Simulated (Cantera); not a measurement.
Charge: 1 mol SiHCl₃, 0.027 mol Cl₂, 22 mol H₂, 0.045 mol HCl, held at 1.33 mbar.

Cantera equilibrium calculation (NASA polynomials, part measured and part estimated; ideal gas, pure solids and liquids). Candidate condensed phases: Si; 19 gas species. The tables' values for SiCl₃, SiCl are old estimates; treat these amounts as uncertain. The numbers say what is thermodynamically allowed, not how fast it happens.

log p: log10 of the partial pressure in bar; n: condensed amount in mol.

```tsv
T (K)	log p H₂	log p HCl	log p SiCl₄	log p SiCl₂	log p SiHCl₃	log p SiCl₃	n Si(s)
875	-2.89	-4.76	-4.45	-6.51	-5.25	-6.36	[?]
925	-2.90	-4.54	-4.50	-6.02	-5.29	-6.06	[?]
975	-2.90	-4.35	-4.57	-5.60	-5.36	-5.81	[?]
1025	-2.91	-4.20	-4.68	-5.25	-5.45	-5.62	[?]
1075	-2.91	-4.09	-4.87	-4.97	-5.61	-5.52	0.470
1125	-2.92	-4.01	-5.16	-4.77	-5.83	-5.51	0.492
1175	-2.92	-3.97	-5.55	-4.66	-6.13	-5.60	0.496
1225	-2.92	-3.95	-6.00	-4.60	-6.47	-5.75	0.489
1275	-2.92	-3.95	-6.45	-4.57	-6.82	-5.91	0.478
1325	-2.92	-3.95	-6.89	-4.54	-7.15	-6.08	0.466
1375	-2.92	-3.96	-7.30	-4.53	-7.46	-6.25	0.455
1425	-2.92	-3.96	-7.69	-4.52	-7.75	-6.40	0.444
1475	-2.92	-3.96	-8.05	-4.51	-8.03	-6.54	0.433
1525	-2.92	-3.97	-8.38	-4.50	-8.29	-6.68	0.423
```

Problem. What belongs in the gaps?

Solution. 
- 875, n Si(s): 0.272
- 925, n Si(s): 0.317
- 975, n Si(s): 0.371
- 1025, n Si(s): 0.426
